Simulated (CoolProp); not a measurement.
Properties of n-heptane along the isobar 0.738 MPa (Tc = 268.1 °C, pc = 2.774 MPa, ω = 0.349).

Values from CoolProp's reference Helmholtz-energy equation of state, Span 2003. It is a short technical equation, of lower accuracy than the large ones.

```csv
T (°C),phase,cp (kJ/(kg K)),cv (kJ/(kg K)),speed of sound (m/s),isothermal compressibility (1/MPa),viscosity (µPa s)
176.05,liquid,2.989,2.364,526.0,0.008622,108
189.75,gas,2.605,2.363,160.5,1.783,9.40
203.45,gas,2.616,2.406,168.2,1.701,9.68
217.25,gas,2.638,2.451,174.9,1.642,9.95
230.95,gas,2.666,2.496,180.9,1.598,10.2
244.65,gas,2.699,2.542,186.4,1.564,10.5
258.35,gas,2.734,2.587,191.4,1.537,10.8
272.05,gas,2.771,2.632,196.1,1.515,11.0
285.75,gas,2.809,2.676,200.5,1.496,11.3
299.45,gas,2.847,2.720,204.6,1.480,11.6
313.15,gas,2.886,2.763,208.6,1.467,11.8
326.85,gas,2.925,2.805,212.4,1.456,12.1
```

Viscosity comes from a separate model (Michailidou 2014).
